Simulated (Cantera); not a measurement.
## Equilibrium for iron carbonyl, mercury and lead vapours: HgO + H2 + N2

Input: 1 mol HgO, 9.3 mol H2, 2.6 mol N2, equilibrated at 1175 °C and 100 Torr.

Equilibrium computed with Cantera from the NASA thermochemical tables; the gas is ideal and each condensed phase is pure. Candidate condensed phases: H2O, Hg, HgO; 25 gas species. Equilibrium is a limit: real reactors are often held back by kinetics, nucleation or transport.

```json
{
  "x(H2)": "0.643",
  "x(N2)": "0.202",
  "x(Hg)": "0.0775",
  "x(H2O)": "0.0775",
  "x(H)": "2.02e-5",
  "x(NH3)": "2.25e-6",
  "gas_amount": "12.90 mol",
  "log10 activity of Hg(l) (absent)": "-4.66"
}
```
